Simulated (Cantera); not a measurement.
Cantera run:

```python
import numpy as np
import cantera as ct

gas_names = """
    H HNO HNO2 HNO3 HO2 H2 H2O H2O2 N NH NH2 NH3 NH2OH NO NO2 NO3 N2 N2H2 N2H4 N2O O OH O2 O3 Si SiH
    SiH2 SiH3 SiH4 SiN SiO SiO2 Si2 Si2N Si3
""".split()
cond_names = """
    H2O(s) H2O(L) Si(cr) Si(L) SiO2(Lqz) SiO2(hqz) SiO2(L) Si2N2O(s) Si3N4(a)
""".split()


def load(file, names, dense=False):
    # The tables refer to 1 bar. Condensed volumes are neglected.
    table = {s.name: s for s in ct.Species.list_from_file(file)}
    out = []
    for n in names:
        d = dict(table[n].input_data)
        d["thermo"] = dict(d["thermo"], **{"reference-pressure": 1e5})
        if dense:
            d["equation-of-state"] = {"model": "constant-volume", "density": "1e6 g/cm^3"}
        out.append(ct.Species.from_dict(d))
    return out


gas = ct.Solution(thermo="ideal-gas", species=load("nasa_gas.yaml", gas_names))
cond = {s.name: ct.Solution(thermo="fixed-stoichiometry", species=[s], name=s.name)
        for s in load("nasa_condensed.yaml", cond_names, dense=True)}
atoms = {
    'Si2H6': {'Si': 2, 'H': 6},
    'H2O': {'H': 2, 'O': 1},
    'N2': {'N': 2},
}
top_T = {'Si2N2O(s)': 2100, 'Si3N4(a)': 2400}  # K; cautious upper limits of use, not melting points


def equilibrate(T, P, feed):
    n = {}
    for name, mol in feed.items():
        for a, k in atoms[name].items():
            n[a] = n.get(a, 0.0) + k * mol
    gas.TPX = T, P, n
    mass = sum(n.values()) * gas.mean_molecular_weight
    gas.equilibrate("TP")
    valid = [c for c in cond.values() if c.min_temp <= T <= top_T.get(c.name, c.max_temp)]
    mix = ct.Mixture([(gas, mass / gas.mean_molecular_weight)] + [(c, 0.0) for c in valid])
    mix.T, mix.P = T, P
    mix.equilibrate("TP", solver="vcs", rtol=1e-11, max_steps=5000)
    return mix


results = []
feed = {'Si2H6': 1, 'H2O': 7.2, 'N2': 1.6}  # mol
T = 1698  # K
P = 133.322  # Pa
mix = equilibrate(T, P, feed)
results.append((T, P, feed, dict(zip(mix.species_names, mix.species_moles))))
print(gas.report(threshold=1e-06))
for i in range(1, mix.n_phases):
    print(f"{mix.phase(i).name:16s} {mix.phase_moles(i):12.5e} mol")
```

It prints:

```
       temperature   1698 K
          pressure   133.32 Pa
           density   9.3359e-05 kg/m^3
  mean mol. weight   9.8862 kg/kmol
   phase of matter   gas

                          1 kg             1 kmol
                     ---------------   ---------------
          enthalpy        -1.794e+06       -1.7736e+07  J
   internal energy       -3.2221e+06       -3.1854e+07  J
           entropy             27760        2.7444e+05  J/K
    Gibbs function        -4.893e+07       -4.8373e+08  J
 heat capacity c_p              3819             37755  J/K
 heat capacity c_v            2977.9             29440  J/K

                      mass frac. Y      mole frac. X     chem. pot. / RT
                     ---------------   ---------------   ---------------
                 H        0.00031019         0.0030422           -13.059
                H2           0.12034           0.59012           -26.119
               H2O           0.49384           0.27101           -51.831
                N2           0.38346           0.13532           -35.022
                OH        0.00012355        7.1817e-05           -38.771
               SiO         0.0019248        0.00043166            -50.56
     [  +29 minor]        5.0711e-06        1.4092e-06

Si(L)             0.00000e+00 mol
SiO2(L)           1.99489e+00 mol
Si2N2O(s)         0.00000e+00 mol
Si3N4(a)          0.00000e+00 mol
```

Cantera equilibrium calculation (NASA polynomials, part measured and part estimated; ideal gas, pure solids and liquids). The feed counts by its element totals alone. The tables hold silica as quartz up to 1696 K and as liquid above; real silica turns to tridymite and cristobalite and melts near 1996 K.
